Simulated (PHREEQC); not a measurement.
Dissolve 0.072 mol/kgw FeCl3, 0.0017 mol/kgw Na2SeO4, 0.0012 mol/kgw NaF and 0.087 mol/kgw NaCl at 60 °C. Closed to the air; pH follows from the charge balance.

The numbers come from PHREEQC with the ion-association model, wateq4f.dat.

This is a speciation only: nothing precipitates in the calculation.

Estimate the pH, activity of water.

pH 1.83; activity of water 0.993.

In which forms is Cl present?

Cl- 84 %, FeCl+2 13 %, FeCl2+ 2.3 % of the Cl.

Examples of supersaturated solids here: Hematite (slow to form), Goethite (slow to form). Others may be too. Complexes and solids missing from the database can't appear. Constants without temperature data keep their 25 °C values here. Fluoro complexes past AlF4- and FeF3 are missing from the database.
